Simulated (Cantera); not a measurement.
Source: NASA polynomial tables (part measured, part estimated), evaluated in Cantera. Values are per mole of reaction as written; species without (g) are pure solids or liquids, kept so even where they would boil at 1 bar.

2 Pb + O₂(g) ⇌ 2 PbO(g)

```tsv
T (K)	ΔH° (kJ)	ΔS° (J/K)	ΔG° (kJ)	log10 K	condensed phases
300	140.6	145.2	97.0	-16.89	Pb(s)
2350	91.6	90.0	-119.9	2.67	Pb(l)
2375	…	…	…	…	Pb(l)
2400	90.5	89.6	-124.4	2.71	Pb(l)
2425	90.0	89.3	-126.6	2.73	Pb(l)
2450	…	…	…	…	Pb(l)
2475	88.9	88.9	-131.1	2.77	Pb(l)
2500	…	…	…	…	Pb(l)
2525	87.9	88.5	-135.5	2.80	Pb(l)
2550	87.3	88.3	-137.7	2.82	Pb(l)
```

Task: Complete the blanks.

Result: 
- 2375, ΔH° (kJ): 91.1
- 2375, ΔS° (J/K): 89.8
- 2375, ΔG° (kJ): -122.2
- 2375, log10 K: 2.69
- 2450, ΔH° (kJ): 89.5
- 2450, ΔS° (J/K): 89.1
- 2450, ΔG° (kJ): -128.9
- 2450, log10 K: 2.75
- 2500, ΔH° (kJ): 88.4
- 2500, ΔS° (J/K): 88.7
- 2500, ΔG° (kJ): -133.3
- 2500, log10 K: 2.79
